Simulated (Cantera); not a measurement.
An adiabatic, constant-pressure homogeneous reactor starts with 8.51 % CH3OH, 9.79 % O2, 81.7 % N2, at 1248 K and 0.345 atm.

Model: GRI-Mech 3.0 (53 species, 325 reactions), integrated in Cantera. GRI-Mech 3.0 was tuned for natural gas; its chemistry of methanol as a main component is partial and can be far from experiment.

**Question.** Predict: time of steepest temperature rise; temperature at 0.700 s; equilibrium temperature; x(O2) at 0.700 s; x(CO2) at 0.700 s; x(OH) at 0.700 s.

**Answer.** 
```json
{
  "time_of_steepest_temperature_rise": "13.9 ms",
  "temperature at 0.700 s": "2226 K",
  "equilibrium_temperature": "2226 K",
  "x(O2) at 0.700 s": "0.000224 (gas-phase equilibrium 0.000223)",
  "x(CO2) at 0.700 s": "0.0436 (gas-phase equilibrium 0.0436)",
  "x(OH) at 0.700 s": "0.00152 (gas-phase equilibrium 0.00152)"
}
```
